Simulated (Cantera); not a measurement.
Charge: 1 mol Fe₃O₄, 11 mol CO, 0.27 mol N₂, at 65000 Pa.

These are equilibrium values from Cantera (NASA tables, ideal gas, pure condensed phases), not measurements of a reactor. Candidate condensed phases: C, Fe, Fe(CO)₅, FeO, Fe₂O₃, Fe₃O₄; 27 gas species. The tables' stoichiometric FeO is somewhat more stable than real wüstite, so its field is too wide. FeO: taken at fixed stoichiometry. Kinetics and transport are ignored. All values below are at 1902 °C.

Base state: CO 0.882, CO₂ 0.0915, N₂ 0.0239, Fe 0.00301, FeO 4.76e-5 (mole fractions); condensed: FeO(l).

Question: What changes in the equilibrium state with this change: 0.44 mol NH₃ added?

Answer: 
| species | before | after |
|---|---|---|
| CO | 0.882 | 0.826 |
| CO₂ | 0.0915 | 0.0761 |
| N₂ | 0.0239 | 0.0402 |
| H₂ | 0 | 0.0361 |
| H₂O | 0 | 0.0173 |
| Fe | 0.00301 | 0.00339 |
| H | 0 | 0.00115 |
| OH | 0 | 7.41e-5 |
| FeO(l), mol | 2.97 | 2.86 |
| Fe(l), mol | 0 | 0.100 |
Each liquid is taken as pure. Mutual solubility and eutectic melting of coexisting phases are not modelled. Further candidate phases: C₆H₆, C₇H₈, C₈H₁₈, Fe(OH)₂, Fe(OH)₃, H₂O.
